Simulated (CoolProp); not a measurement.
Vapour-liquid equilibrium of cyclohexane (1) + dimethyl carbonate (2) at 467.9 K; x and y are mole fractions of (1).

The numbers come from the multi-fluid Helmholtz-energy mixture model, Zhou 2014 and Zhou 2011; pair parameters Bell 2016 in CoolProp.

```csv
x,"bubble pressure, mixture model (kPa)","bubble pressure, Raoult's law (kPa)","y, mixture model","y, Raoult's law"
0.05,1304,1227,0.093,0.050
0.125,1398,1228,0.201,0.126
0.2,1466,1228,0.283,0.201
0.275,1515,1229,0.350,0.277
0.35,1549,1230,0.407,0.352
0.425,1569,1231,0.458,0.427
0.5,1577,1232,0.506,0.502
0.575,1574,1232,0.554,0.577
0.65,1559,1233,0.604,0.652
0.725,1530,1234,0.659,0.727
0.8,1485,1235,0.723,0.801
0.875,1418,1236,0.802,0.876
0.95,1322,1237,0.907,0.950
```

The largest gap from Raoult's law is +28.0 % in bubble pressure, at x = 0.5. y crosses x between x = 0.5 and 0.575: the model has an azeotrope there.

Pair parameters are fitted to limited data, so mixtures are less certain than the pure fluids.
